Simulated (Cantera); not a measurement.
**Thermodynamics of silicon epitaxy and polysilicon growth, feed SiCl4 + Cl2 + H2**

Feed: 1 mol SiCl4, a varied amount of Cl2, 21 mol H2, equilibrated at 950 K and 1.33 mbar.

Equilibrium computed with Cantera from the NASA thermochemical tables; the gas is ideal and each condensed phase is pure. Candidate condensed phases: Si; 19 gas species. The tables' values for SiCl3 are old estimates; treat these amounts as uncertain. The numbers say what is thermodynamically allowed, not how fast it happens.

From 0.011 mol Cl2 to 0.23 mol Cl2 the condensed part is Si(s). From 0.36 mol Cl2 to 0.86 mol Cl2 nothing is condensed. The main Si-bearing gas is SiCl4 throughout.

```json
[
 {"n(Cl2) (mol)": "0.011", "log p H2": "-2.91", "log p HCl": "-4.40", "log p SiCl4": "-4.36", "log p SiHCl3": "-5.20", "n Si(s)": "0.109"},
 {"n(Cl2) (mol)": "0.017", "log p H2": "-2.91", "log p HCl": "-4.40", "log p SiCl4": "-4.36", "log p SiHCl3": "-5.20", "n Si(s)": "0.106"},
 {"n(Cl2) (mol)": "0.026", "log p H2": "-2.91", "log p HCl": "-4.40", "log p SiCl4": "-4.36", "log p SiHCl3": "-5.20", "n Si(s)": "0.101"},
 {"n(Cl2) (mol)": "0.041", "log p H2": "-2.91", "log p HCl": "-4.40", "log p SiCl4": "-4.35", "log p SiHCl3": "-5.19", "n Si(s)": "0.0939"},
 {"n(Cl2) (mol)": "0.063", "log p H2": "-2.91", "log p HCl": "-4.40", "log p SiCl4": "-4.35", "log p SiHCl3": "-5.19", "n Si(s)": "0.0831"},
 {"n(Cl2) (mol)": "0.098", "log p H2": "-2.91", "log p HCl": "-4.40", "log p SiCl4": "-4.34", "log p SiHCl3": "-5.18", "n Si(s)": "0.0657"},
 {"n(Cl2) (mol)": "0.15", "log p H2": "-2.91", "log p HCl": "-4.40", "log p SiCl4": "-4.33", "log p SiHCl3": "-5.18", "n Si(s)": "0.0400"},
 {"n(Cl2) (mol)": "0.23", "log p H2": "-2.91", "log p HCl": "-4.39", "log p SiCl4": "-4.31", "log p SiHCl3": "-5.16", "n Si(s)": "0.000311"},
 {"n(Cl2) (mol)": "0.36", "log p H2": "-2.91", "log p HCl": "-4.28", "log p SiCl4": "-4.29", "log p SiHCl3": "-5.26", "n Si(s)": "0"},
 {"n(Cl2) (mol)": "0.56", "log p H2": "-2.92", "log p HCl": "-4.14", "log p SiCl4": "-4.27", "log p SiHCl3": "-5.39", "n Si(s)": "0"},
 {"n(Cl2) (mol)": "0.86", "log p H2": "-2.93", "log p HCl": "-3.98", "log p SiCl4": "-4.26", "log p SiHCl3": "-5.55", "n Si(s)": "0"}
]
```
log p: log10 of the partial pressure in bar; n: condensed amount in mol.
